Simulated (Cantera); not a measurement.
A closed system holds: 1 mol Si, 2.4 mol Cl2, held at 0.000670 bar.

Equilibrium computed with Cantera from the NASA thermochemical tables; the gas is ideal and each condensed phase is pure. Candidate condensed phases: Si; 9 gas species. Rates play no part. All values below are at 825 °C.

Base state: SiCl4 0.704, Cl2 0.267, Cl 0.0295 (mole fractions); condensed: gas only.

Task: What changes in the equilibrium state with this change: pressure from 0.000670 bar to 0.450 bar?

Result: 
```tsv
species	before	after
SiCl4	0.704	0.714
Cl2	0.267	0.285
Cl	0.0295	0.00118
```

Task: What changes in the equilibrium state with this change: pressure from 0.000670 bar to 1.00 bar?

Result: 
```tsv
species	before	after
SiCl4	0.704	0.714
Cl2	0.267	0.285
Cl	0.0295	0.000789
```
